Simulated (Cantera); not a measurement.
An adiabatic, constant-volume homogeneous reactor starts with CH4 : CO : O2 : N2 = 1 : 0.57 : 3.94 : 14.8 (molar parts), at 1525 K and 9.87 atm. Integrator tolerance rtol = 1e-08.

Model: GRI-Mech 3.0 (53 species, 325 reactions), integrated in Cantera.

Question: What does this change do: constant pressure in place of constant volume?

Answer: 
| quantity | before | after |
|---|---|---|
| time of steepest temperature rise | 0.118 ms | 0.124 ms |
| temperature at 3.00 s | 2802 K | 2608 K |
| equilibrium temperature | 2802 K | 2608 K |
| x(CH4) at 3.00 s | <1e-12 (gas-phase equilibrium <1e-12) | <1e-12 (gas-phase equilibrium <1e-12) |
| x(CO) at 3.00 s | 0.00915 (gas-phase equilibrium 0.00915) | 0.00538 (gas-phase equilibrium 0.00538) |
| x(O2) at 3.00 s | 0.0723 (gas-phase equilibrium 0.0723) | 0.0743 (gas-phase equilibrium 0.0743) |
| x(N2O) at 3.00 s | 4.76e-6 (gas-phase equilibrium 4.76e-6) | 2.67e-6 (gas-phase equilibrium 2.67e-6) |
| x(NO) at 3.00 s | 0.0208 (gas-phase equilibrium 0.0208) | 0.0158 (gas-phase equilibrium 0.0158) |

Question: What does this change do: initial temperature 1525 to 1775 K?

Answer: 
| quantity | before | after |
|---|---|---|
| time of steepest temperature rise | 0.118 ms | 16.7 µs |
| temperature at 3.00 s | 2802 K | 2927 K |
| equilibrium temperature | 2802 K | 2927 K |
| x(CH4) at 3.00 s | <1e-12 (gas-phase equilibrium <1e-12) | <1e-12 (gas-phase equilibrium <1e-12) |
| x(CO) at 3.00 s | 0.00915 (gas-phase equilibrium 0.00915) | 0.0146 (gas-phase equilibrium 0.0146) |
| x(O2) at 3.00 s | 0.0723 (gas-phase equilibrium 0.0723) | 0.0713 (gas-phase equilibrium 0.0713) |
| x(N2O) at 3.00 s | 4.76e-6 (gas-phase equilibrium 4.76e-6) | 5.30e-6 (gas-phase equilibrium 5.30e-6) |
| x(NO) at 3.00 s | 0.0208 (gas-phase equilibrium 0.0208) | 0.0243 (gas-phase equilibrium 0.0243) |
